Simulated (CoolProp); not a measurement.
Saturated liquid density (kg/m³) of R1224YDZ: the reference equation beside estimates from Tc = 155.5 °C, pc = 33.34 bar, ω = 0.325. Rackett uses Z = 0.29056 − 0.08775 ω.

The numbers come from the reference Helmholtz-energy equation of state, Akasaka 2023 in CoolProp.

```tsv
T (°C)	reference	Rackett	Redlich-Kwong
58.85	(withheld)	(withheld)	(withheld)
63.15	1246	1257	1035
67.55	1232	1242	1020
71.85	1218	1227	1004
76.15	1203	1212	988.0
80.45	1187	1196	(withheld)
84.75	(withheld)	1180	954.4
89.05	1155	1164	936.9
```

### Question
Some entries are withheld; supply them.

### Answer

- 58.85, reference: 1260
- 58.85, Rackett: 1272
- 58.85, Redlich-Kwong: 1050
- 80.45, Redlich-Kwong: 971.5
- 84.75, reference: 1172

Absolute difference from the reference over all 8 rows, mean and median: Rackett 0.8 and 0.8 %, Redlich-Kwong 17.7 and 17.7 %.
